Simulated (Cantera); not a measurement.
An isothermal, constant-pressure homogeneous reactor starts with CH₃OH : O₂ : N₂ = 0.025 : 0.015 : 1 (molar parts), at 1225 K and 9.87 atm.

Detailed kinetics in Cantera: GRI-Mech 3.0 (53 species, 325 reactions). GRI-Mech 3.0 was tuned for natural gas; its chemistry of methanol as a main component is partial and can be far from experiment.

x: mole fraction; the columns are a selection and need not sum to one.

```
t (s)      x CH₃OH      x O₂      x NO   x C₂H      x CO    x CO₂     x CH₃
--------  --------  --------  --------  ------  --------  -------  --------
0.000500    0.0240    0.0144    <1e-12  <1e-12   1.07e-6      [?]   3.89e-8
0.00168     0.0213    0.0133    <1e-12  <1e-12  0.000454      [?]   9.58e-9
0.00562    1.16e-9   1.65e-5   2.09e-9  <1e-12    0.0211  0.00210   4.07e-8
0.0188    2.41e-10   2.75e-6   1.07e-9  <1e-12    0.0210  0.00226   9.22e-9
0.0631    6.72e-11   6.12e-7  5.81e-10  <1e-12    0.0209  0.00238   2.61e-9
0.212     2.06e-11   1.48e-7  3.25e-10  <1e-12    0.0208  0.00249  7.37e-10
0.709     8.45e-12   3.49e-8  1.75e-10  <1e-12    0.0207  0.00259  2.44e-10
2.38      5.88e-12   4.13e-9  6.56e-11  <1e-12    0.0205  0.00273  1.42e-10
7.97      5.60e-12  1.26e-11  4.45e-12  <1e-12    0.0201      [?]  1.32e-10
26.7      5.41e-12    <1e-12    <1e-12  <1e-12    0.0191      [?]  1.29e-10
89.5      5.09e-12    <1e-12    <1e-12  <1e-12    0.0170      [?]  1.23e-10
300       4.85e-12    <1e-12    <1e-12  <1e-12    0.0155      [?]  1.19e-10
```

Task: Complete the blanks.

Result: 
- 0.000500, x CO₂: 7.55e-7
- 0.00168, x CO₂: 6.61e-6
- 7.97, x CO₂: 0.00310
- 26.7, x CO₂: 0.00414
- 89.5, x CO₂: 0.00622
- 300, x CO₂: 0.00778
